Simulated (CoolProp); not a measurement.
Properties of neopentane at several states.

Computed with CoolProp (reference Helmholtz-energy equation of state, Lemmon 2006). It is a short technical equation, of lower accuracy than the large ones.

```tsv
T (°C)	p (kPa)	phase	density (kg/m³)	cp (kJ/(kg K))	cv (kJ/(kg K))	isothermal compressibility (1/MPa)
56.65	399	gas	11.84	1.967	1.770	?
165.05	349	gas	7.173	2.361	2.226	2.977
260.45	3160	gas	62.58	2.932	?	?
24.85	4380	liquid	591.9	2.282	1.721	?
```

Question: Complete the blanks.

Answer: 
- 56.65, isothermal compressibility (1/MPa): 2.873
- 260.45, cv (kJ/(kg K)): 2.647
- 260.45, isothermal compressibility (1/MPa): 0.3883
- 24.85, isothermal compressibility (1/MPa): 0.002761
